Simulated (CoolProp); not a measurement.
Properties of R1132(E) along the isotherm 395.8 K.

Computed with CoolProp (reference Helmholtz-energy equation of state, Akasaka 2024).

| p (MPa) | phase | density (kg/m³) | cp (kJ/(kg K)) | cv (kJ/(kg K)) | isothermal compressibility (1/MPa) | expansivity (1/kK) | fugacity coefficient |
|---|---|---|---|---|---|---|---|
| 0.185 | gas | 3.629 | 1.110 | 0.9749 | 5.449 | 2.600 | 0.9920 |
| 0.37 | gas | 7.317 | 1.118 | 0.9773 | 2.747 | 2.677 | 0.9841 |
| 0.554 | gas | 11.05 | 1.127 | 0.9797 | 1.850 | 2.757 | 0.9762 |
| 0.739 | gas | 14.86 | 1.136 | 0.9822 | 1.399 | 2.840 | 0.9683 |
| 0.924 | gas | 18.74 | 1.145 | 0.9847 | 1.129 | 2.927 | 0.9605 |
| 1.11 | gas | 22.72 | 1.154 | 0.9873 | 0.9487 | 3.018 | 0.9526 |
| 1.29 | gas | 26.63 | 1.164 | 0.9898 | 0.8239 | 3.109 | 0.9450 |
| 1.48 | gas | 30.84 | 1.175 | 0.9925 | 0.7253 | 3.211 | 0.9371 |
| 1.66 | gas | 34.90 | [?] | 0.9951 | 0.6529 | 3.311 | 0.9295 |
| 1.85 | gas | [?] | 1.197 | 0.9979 | 0.5920 | 3.421 | 0.9216 |
| 2.03 | gas | 43.50 | 1.209 | 1.001 | [?] | 3.531 | 0.9142 |
| 2.22 | gas | 48.05 | [?] | 1.004 | 0.5039 | 3.653 | 0.9063 |
| 2.4 | gas | 52.46 | 1.234 | 1.006 | 0.4712 | 3.773 | 0.8989 |
| 2.59 | gas | 57.21 | 1.249 | 1.009 | 0.4418 | 3.907 | 0.8911 |

Question: What belongs in the gaps?

Answer: 
- 1.66, cp (kJ/(kg K)): 1.186
- 1.85, density (kg/m³): 39.28
- 2.03, isothermal compressibility (1/MPa): 0.5450
- 2.22, cp (kJ/(kg K)): 1.222
